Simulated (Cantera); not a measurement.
Charge: 1 mol C2H5OH, 16 mol H2, held at 2350 K and 3200 Pa.

Cantera equilibrium calculation (NASA polynomials, part measured and part estimated; ideal gas, pure solids and liquids). Candidate condensed phases: C, C6H6, C7H8, C8H18, H2O; 110 gas species. Kinetics and transport are ignored.

Base state: H2 0.881, H 0.0655, CO 0.0484, C2H2 (acetylene) 0.00486, C2H 1.85e-5, C4H2 1.10e-5 (mole fractions); condensed: C(graphite).

Q: What changes in the equilibrium state with this change: pressure from 3200 Pa to 13300 Pa?

A: 
| species | before | after |
|---|---|---|
| H2 | 0.881 | 0.913 |
| CO | 0.0484 | 0.0492 |
| H | 0.0655 | 0.0326 |
| CH4 | 4.84e-6 | 2.16e-5 |
| CH3 | 6.68e-6 | 1.44e-5 |
| C2H | 1.85e-5 | 9.21e-6 |
| C2H2 (acetylene) | 0.00486 | 0.00504 |
| C4H2 | 1.10e-5 | 1.14e-5 |
| C(graphite), mol | 0.797 | 0.793 |

Q: What changes in the equilibrium state with this change: temperature from 2350 K to 2873.15 K?

A: 
```json
[
 {"species": "H2", "before": "0.881", "after": "0.518"},
 {"species": "H", "before": "0.0655", "after": "0.423"},
 {"species": "CO", "before": "0.0484", "after": "0.0393"},
 {"species": "C2H2 (acetylene)", "before": "0.00486", "after": "0.0151"},
 {"species": "C5", "before": "1.92e-9", "after": "1.13e-5"},
 {"species": "C2", "before": "1.16e-7", "after": "0.000161"},
 {"species": "C(graphite), mol", "before": "0.797", "after": "0"}
]
```
